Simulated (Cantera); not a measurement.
What does this Cantera script print?

```python
import numpy as np
import cantera as ct

gas = ct.Solution("gri30.yaml")
gas.TPX = 1925, 100000, {'C3H8': 2.2, 'H2': 39}
reactor = ct.IdealGasConstPressureReactor(gas, energy="off", clone=False)
net = ct.ReactorNet([reactor])
net.rtol, net.atol = 1e-08, 1e-18
show = ['C3H8', 'H2', 'CH2', 'C2H6', 'C2H2', 'CH3']
times = np.geomspace(1e-05, 20, 13)

steps = ct.SolutionArray(gas, extra=["t"])
rows = []
print(f"{'t/s':>10s}{'T/K':>9s}{'P/Pa':>11s}" + "".join(f"{s:>11s}" for s in show))
for t in times:
    while net.time < t:
        t_next = net.step()
        steps.append(gas.state, t=t_next)
    rows.append([np.interp(t, steps.t, y) for y in (steps.T, steps.P, *steps(*show).X.T)])
    print(f"{t:10.3e}{rows[-1][0]:9.1f}{rows[-1][1]:11.4g}" + "".join(f"{x:11.3e}" for x in rows[-1][2:]))
rate = np.gradient(steps.T, steps.t)
print("integrator steps:", len(steps.t))
if steps.T.max() > steps.T[0] + 200:
    print(f"time of steepest temperature rise: {steps.t[rate.argmax()]:.4e} s")
gas.TPX = 1925, 100000, {'C3H8': 2.2, 'H2': 39}
gas.equilibrate("TP")
print(f"equilibrium (TP): T = {gas.T:.1f} K  " + "  ".join(f"{s} {gas[s].X[0]:.3e}" for s in show))
```

Result:

```
       t/s      T/K       P/Pa       C3H8         H2        CH2       C2H6       C2H2        CH3
 1.000e-05   1925.0      1e+05  1.119e-06  8.905e-01  7.145e-06  1.681e-04  2.278e-02  3.190e-03
 3.350e-05   1925.0      1e+05  3.720e-08  8.932e-01  1.626e-06  4.542e-05  3.314e-02  1.389e-03
 1.122e-04   1925.0      1e+05  1.520e-08  8.948e-01  1.089e-06  2.868e-05  4.025e-02  1.116e-03
 3.761e-04   1925.0      1e+05  1.218e-08  8.972e-01  1.082e-06  2.592e-05  4.332e-02  1.075e-03
 1.260e-03   1925.0      1e+05  6.972e-09  9.031e-01  9.216e-07  1.766e-05  4.787e-02  8.886e-04
 4.221e-03   1925.0      1e+05  1.922e-09  9.132e-01  6.196e-07  7.106e-06  5.563e-02  5.633e-04
 1.414e-02   1925.0      1e+05  2.984e-10  9.223e-01  3.078e-07  1.630e-06  6.258e-02  2.618e-04
 4.738e-02   1925.0      1e+05  8.750e-11  9.263e-01  1.568e-07  5.002e-07  6.558e-02  1.279e-04
 1.587e-01   1925.0      1e+05  7.191e-11  9.268e-01  1.367e-07  4.121e-07  6.596e-02  1.107e-04
 5.318e-01   1925.0      1e+05  7.187e-11  9.268e-01  1.366e-07  4.119e-07  6.596e-02  1.107e-04
 1.782e+00   1925.0      1e+05  7.187e-11  9.268e-01  1.366e-07  4.119e-07  6.596e-02  1.107e-04
 5.970e+00   1925.0      1e+05  7.187e-11  9.268e-01  1.366e-07  4.119e-07  6.596e-02  1.107e-04
 2.000e+01   1925.0      1e+05  7.187e-11  9.268e-01  1.366e-07  4.119e-07  6.596e-02  1.107e-04
integrator steps: 1335
equilibrium (TP): T = 1925.0 K  C3H8 7.187e-11  H2 9.268e-01  CH2 1.366e-07  C2H6 4.119e-07  C2H2 6.596e-02  CH3 1.107e-04
```

Model: GRI-Mech 3.0 (53 species, 325 reactions), integrated in Cantera. GRI-Mech 3.0 was tuned for natural gas; its chemistry of propane as a main component is partial and can be far from experiment. GRI-Mech 3.0 stops at C3 and has no aromatics, soot or wall deposition, so with more carbon than oxygen in the feed, carbon stays in small species such as C2H2 where larger ones or solid carbon would form.
